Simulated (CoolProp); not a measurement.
A Linde-Hampson liquefier for dry air: isothermal reversible compression at 230 K from 1 atm to 25 MPa, throttling to 1 atm, return gas leaving the recuperator 5 K below the feed. Each further row changes one setting.

Model: reference Helmholtz-energy equation of state, Lemmon 2000, in CoolProp. It is a pseudo-pure fit of the blend.

```
case                        liquid yield per pass  compression work (kJ/kg of gas)
--------------------------  ---------------------  -------------------------------
as stated                                   0.181                              351
high pressure 50 MPa                        0.194                              403
warm-end temperature 260 K                  0.127                              405
warm-end gap 10 K                           0.169                              351
```
